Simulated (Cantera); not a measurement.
Charge: 1 mol BN, 9.2 mol H2, equilibrated at 1548 K and 35.0 Pa.

These are equilibrium values from Cantera (NASA tables, ideal gas, pure condensed phases), not measurements of a reactor. Candidate condensed phases: B, BN; 15 gas species. Mutual solubility and eutectic melting of coexisting phases are not modelled. The tables' values for BH2 are old estimates; treat these amounts as uncertain. Kinetics and transport are ignored.

Base state: H2 0.998, H 0.00164, N2 5.39e-5, BH2 1.60e-5 (mole fractions); condensed: B(s) + BN(s).

Q: What changes in the equilibrium state with this change: temperature from 1548 K to 1773.15 K?

A: 
```csv
species,before,after
H2,0.998,0.977
H,0.00164,0.0151
N2,5.39e-5,0.00735
BH2,1.60e-5,0.000105
"B(s), mol",0.000843,0.136
"BN(s), mol",0.999,0.863
```
